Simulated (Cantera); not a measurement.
# Hydrogen reduction and annealing atmospheres: TiO2 + H2

Feed: 1 mol TiO2, 68 mol H2, held at 1300 Pa.

Method: chemical equilibrium by Gibbs-energy minimisation in Cantera with the NASA 1993 tables (ideal gas, pure condensed phases). Candidate condensed phases: H2O, Ti, TiO, TiO2, Ti2O3, Ti3O5, Ti4O7; 12 gas species. Mutual solubility and eutectic melting of coexisting phases are not modelled. Condensed phases not in the tables: Magnéli phases beyond Ti4O7. Equilibrium is a limit: real reactors are often held back by kinetics, nucleation or transport.

From 1127 °C to 1177 °C the condensed part is Ti4O7(s). At 1227 °C the condensed part is Ti3O5(s) + Ti4O7(s). From 1277 °C to 1727 °C the condensed part is Ti3O5(s).

```json
[
 {"T (°C)": "1127", "x H2": "0.996", "x H": "4.26e-5", "x H2O": "0.00368", "x TiO": "<1e-12", "n Ti4O7(s)": "0.250", "n Ti3O5(s)": "0"},
 {"T (°C)": "1177", "x H2": "0.996", "x H": "8.28e-5", "x H2O": "0.00368", "x TiO": "3.24e-12", "n Ti4O7(s)": "0.250", "n Ti3O5(s)": "0"},
 {"T (°C)": "1227", "x H2": "0.996", "x H": "0.000154", "x H2O": "0.00426", "x TiO": "1.97e-11", "n Ti4O7(s)": "0.131", "n Ti3O5(s)": "0.158"},
 {"T (°C)": "1277", "x H2": "0.995", "x H": "0.000276", "x H2O": "0.00490", "x TiO": "1.04e-10", "n Ti4O7(s)": "0", "n Ti3O5(s)": "0.333"},
 {"T (°C)": "1327", "x H2": "0.995", "x H": "0.000476", "x H2O": "0.00490", "x TiO": "5.36e-10", "n Ti4O7(s)": "0", "n Ti3O5(s)": "0.333"},
 {"T (°C)": "1377", "x H2": "0.994", "x H": "0.000794", "x H2O": "0.00490", "x TiO": "2.49e-9", "n Ti4O7(s)": "0", "n Ti3O5(s)": "0.333"},
 {"T (°C)": "1427", "x H2": "0.994", "x H": "0.00129", "x H2O": "0.00490", "x TiO": "1.06e-8", "n Ti4O7(s)": "0", "n Ti3O5(s)": "0.333"},
 {"T (°C)": "1477", "x H2": "0.993", "x H": "0.00203", "x H2O": "0.00490", "x TiO": "4.11e-8", "n Ti4O7(s)": "0", "n Ti3O5(s)": "0.333"},
 {"T (°C)": "1527", "x H2": "0.992", "x H": "0.00313", "x H2O": "0.00489", "x TiO": "1.48e-7", "n Ti4O7(s)": "0", "n Ti3O5(s)": "0.333"},
 {"T (°C)": "1577", "x H2": "0.990", "x H": "0.00470", "x H2O": "0.00489", "x TiO": "4.94e-7", "n Ti4O7(s)": "0", "n Ti3O5(s)": "0.333"},
 {"T (°C)": "1627", "x H2": "0.988", "x H": "0.00692", "x H2O": "0.00488", "x TiO": "1.55e-6", "n Ti4O7(s)": "0", "n Ti3O5(s)": "0.333"},
 {"T (°C)": "1677", "x H2": "0.985", "x H": "0.00998", "x H2O": "0.00488", "x TiO": "4.55e-6", "n Ti4O7(s)": "0", "n Ti3O5(s)": "0.333"},
 {"T (°C)": "1727", "x H2": "0.981", "x H": "0.0141", "x H2O": "0.00487", "x TiO": "1.26e-5", "n Ti4O7(s)": "0", "n Ti3O5(s)": "0.333"}
]
```
x: gas mole fraction; n: condensed amount in mol.
